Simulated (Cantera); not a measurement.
Charge: 1 mol NaCl, 1.4 mol H2, equilibrated at 950 K and 1.90 Pa.

Equilibrium computed with Cantera from the NASA thermochemical tables; the gas is ideal and each condensed phase is pure. Kinetics and transport are ignored.

| species | before | after |
|---|---|---|
| H2 | 0.611 | 0.547 |
| NaCl | 0.339 | 0.364 |
| Na | 0.000463 | 0.0432 |
| Na2Cl2 | 0.0488 | 6.15e-6 |
| HCl | 0.000463 | 0.0431 |
| Cl | <1e-9 | 0.000185 |
| H | 9.98e-8 | 0.00292 |
Gas species are given as mole fractions.

Q: What was changed between the two runs?
(A) H2 from 1.4 to 270 mol
(B) temperature from 950 K to 1498.15 K
(C) temperature from 950 K to 1373 K
(D) temperature from 950 K to 1773 K

A: B, temperature from 950 K to 1498.15 K
